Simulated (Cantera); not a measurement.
SiHCl3 + CH4 + H2 (silicon carbide growth)

A closed system holds: 1 mol SiHCl3, 0.033 mol CH4, 12 mol H2, at 1100 Pa.

These are equilibrium values from Cantera (NASA tables, ideal gas, pure condensed phases), not measurements of a reactor. Candidate condensed phases: C, C6H6, C7H8, C8H18, Si, SiC; 109 gas species. Mutual solubility and eutectic melting of coexisting phases are not modelled. The tables' values for SiCl3, SiCl are old estimates; treat these amounts as uncertain. Gases not in the tables: Si2H6 and higher silanes. Equilibrium is a limit: real reactors are often held back by kinetics, nucleation or transport.

```tsv
T (°C)	x H2	x H	x HCl	x SiCl2	x Si	x Cl	x SiCl4	n Si(s)	n SiC(s)	n Si(l)
725	0.919	1.97e-8	0.0280	0.00145	<1e-12	5.59e-10	0.0402	0.264	0.0330	0
875	0.882	6.41e-7	0.0718	0.0128	1.66e-11	4.61e-8	0.0225	0.337	0.0330	0
1025	0.846	9.40e-6	0.107	0.0361	3.69e-9	1.00e-6	0.00409	0.316	0.0330	0
1175	0.838	8.05e-5	0.112	0.0464	2.66e-7	8.79e-6	0.000351	0.277	0.0330	0
1325	0.838	0.000465	0.110	0.0500	8.50e-6	4.84e-5	3.77e-5	0.250	0.0330	0
1475	0.835	0.00199	0.112	0.0498	0.000132	0.000205	5.96e-6	0	0.0330	0.254
1625	0.826	0.00677	0.118	0.0459	0.00112	0.000732	1.31e-6	0	0.0327	0.286
1775	0.806	0.0192	0.121	0.0415	0.00687	0.00214	3.39e-7	0	0.0296	0.225
1925	0.756	0.0462	0.127	0.0317	0.0251	0.00566	9.76e-8	0	0.00869	0
2075	0.683	0.0973	0.142	0.0151	0.0391	0.0145	2.40e-8	0	0	0
2225	0.592	0.183	0.136	0.00517	0.0478	0.0296	3.65e-9	0	0	0
2375	0.479	0.307	0.110	0.00134	0.0493	0.0492	3.59e-10	0	0	0
```
x: gas mole fraction; n: condensed amount in mol.

From 725 °C to 1325 °C the condensed part is Si(s) + SiC(s). From 1475 °C to 1775 °C the condensed part is Si(l) + SiC(s). At 1925 °C the condensed part is SiC(s). From 2075 °C to 2375 °C nothing is condensed. The main Si-bearing gas is SiCl4 at 725 °C and Si at 2375 °C.
